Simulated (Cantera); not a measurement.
## SiCl4 + H2 (chlorosilane synthesis and conversion)

Charge: 1 mol SiCl4, 3.6 mol H2, held at 0.133 bar.

These are equilibrium values from Cantera (NASA tables, ideal gas, pure condensed phases), not measurements of a reactor. Candidate condensed phases: Si; 19 gas species. The tables' values for SiCl3 are old estimates; treat these amounts as uncertain. Kinetics and transport are ignored.

```json
[
 {"T (K)": "748", "x H2": "0.774", "x SiCl4": "0.209", "x HCl": "0.00846", "x SiHCl3": "0.00840", "x SiCl3": "5.89e-6", "x SiCl2": "3.13e-8"},
 {"T (K)": "773", "x H2": "0.773", "x SiCl4": "0.207", "x HCl": "0.0101", "x SiHCl3": "0.01000", "x SiCl3": "1.23e-5", "x SiCl2": "1.05e-7"},
 {"T (K)": "798", "x H2": "0.771", "x SiCl4": "0.206", "x HCl": "0.0119", "x SiHCl3": "0.0117", "x SiCl3": "2.44e-5", "x SiCl2": "3.27e-7"},
 {"T (K)": "823", "x H2": "0.769", "x SiCl4": "0.204", "x HCl": "0.0138", "x SiHCl3": "0.0136", "x SiCl3": "4.63e-5", "x SiCl2": "9.47e-7"},
 {"T (K)": "848", "x H2": "0.767", "x SiCl4": "0.202", "x HCl": "0.0160", "x SiHCl3": "0.0157", "x SiCl3": "8.47e-5", "x SiCl2": "2.57e-6"},
 {"T (K)": "873", "x H2": "0.764", "x SiCl4": "0.199", "x HCl": "0.0183", "x SiHCl3": "0.0178", "x SiCl3": "0.000149", "x SiCl2": "6.56e-6"},
 {"T (K)": "898", "x H2": "0.762", "x SiCl4": "0.197", "x HCl": "0.0208", "x SiHCl3": "0.0201", "x SiCl3": "0.000254", "x SiCl2": "1.59e-5"},
 {"T (K)": "923", "x H2": "0.759", "x SiCl4": "0.194", "x HCl": "0.0234", "x SiHCl3": "0.0224", "x SiCl3": "0.000419", "x SiCl2": "3.64e-5"},
 {"T (K)": "948", "x H2": "0.756", "x SiCl4": "0.191", "x HCl": "0.0263", "x SiHCl3": "0.0248", "x SiCl3": "0.000671", "x SiCl2": "7.95e-5"},
 {"T (K)": "973", "x H2": "0.753", "x SiCl4": "0.188", "x HCl": "0.0294", "x SiHCl3": "0.0272", "x SiCl3": "0.00104", "x SiCl2": "0.000166"},
 {"T (K)": "998", "x H2": "0.750", "x SiCl4": "0.185", "x HCl": "0.0327", "x SiHCl3": "0.0295", "x SiCl3": "0.00158", "x SiCl2": "0.000330"},
 {"T (K)": "1023", "x H2": "0.747", "x SiCl4": "0.182", "x HCl": "0.0364", "x SiHCl3": "0.0316", "x SiCl3": "0.00232", "x SiCl2": "0.000628"},
 {"T (K)": "1048", "x H2": "0.743", "x SiCl4": "0.178", "x HCl": "0.0405", "x SiHCl3": "0.0334", "x SiCl3": "0.00333", "x SiCl2": "0.00114"},
 {"T (K)": "1073", "x H2": "0.738", "x SiCl4": "0.174", "x HCl": "0.0451", "x SiHCl3": "0.0349", "x SiCl3": "0.00464", "x SiCl2": "0.00198"}
]
```
x: gas mole fraction; nothing condenses.

From 748 K to 1073 K nothing is condensed. The main Si-bearing gas is SiCl4 throughout.
